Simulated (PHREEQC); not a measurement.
0.011 g of hydrous ferric oxide (600 m²/g; 0.2 weak and 0.005 strong sites per Fe, Dzombak-Morel constants, diffuse double layer) in 1 kg of water with 0.05 mol/kgw of an inert sodium salt, at 25 °C; the pH is set by adding NaOH or the inert anion's acid. Oxygen is held at 0.21 atm. No CO2 enters from the air. Precipitation was switched off in this run.

Base run: PHREEQC, ion-association model, wateq4f.dat. Each further column changes one thing. The table gives surface charge σ (C/m²).

```csv
pH,base,background salt from 0.05 to 0.005 mol/kgw,oxide from 0.011 to 0.055 g/kgw,0.00012 mol/kgw Ag2SO4 added
4,0.294,0.182,0.294,0.101
4.5,0.238,0.131,0.238,0.097
5,0.181,0.090,0.181,0.088
6,0.089,0.037,0.089,0.062
6.5,0.057,0.023,0.058,0.048
7,0.034,0.013,0.034,0.032
7.5,0.017,0.006,0.017,0.016
8,0.003,0.001,0.003,0.003
9,-0.026,-0.009,-0.026,-0.023
9.5,-0.046,-0.018,-0.046,-0.033
10,-0.074,-0.030,-0.074,-0.037
```
